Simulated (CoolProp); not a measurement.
Vapour-liquid equilibrium of dimethyl ether (1) + ethanol (2) at 0.385 MPa; x and y are mole fractions of (1).

Computed with CoolProp (multi-fluid Helmholtz-energy mixture model, Wu 2011 and Schroeder 2014; pair parameters Bell 2016).

Question: Give the bubble temperature and the first vapour's composition at x = 0.05, 0.5, 0.8. Is there an azeotrope?

Answer: x = 0.05: 369.6 K, y = 0.489; x = 0.5: 300.5 K, y = 0.984; x = 0.8: 290.2 K, y = 0.995. No azeotrope shows between x = 0.05 and 0.95.

The pair parameters rest on a limited set of measurements; away from them the model extrapolates.
